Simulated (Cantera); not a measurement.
An adiabatic, constant-pressure homogeneous reactor starts with 5.10 % CH4, 0.433 % C2H6, 17.5 % O2, 65.8 % N2, 11.2 % H2O, equivalence ratio 0.67, at 1200 K and 10.0 bar.

Cantera simulation using GRI-Mech 3.0 (53 species, 325 reactions); the numbers are that mechanism's predictions, not measurements.

### Question
Predict: time of steepest temperature rise; temperature at 0.700 s; equilibrium temperature; x(O2) at 0.700 s; x(O) at 0.700 s; x(HO2) at 0.700 s.

### Answer
```json
{
 "time_of_steepest_temperature_rise": "1.29 ms",
 "temperature at 0.700 s": "2321 K",
 "equilibrium_temperature": "2321 K",
 "x(O2) at 0.700 s": "0.0532 (gas-phase equilibrium 0.0532)",
 "x(O) at 0.700 s": "0.000411 (gas-phase equilibrium 0.000411)",
 "x(HO2) at 0.700 s": "8.22e-6 (gas-phase equilibrium 8.22e-6)"
}
```
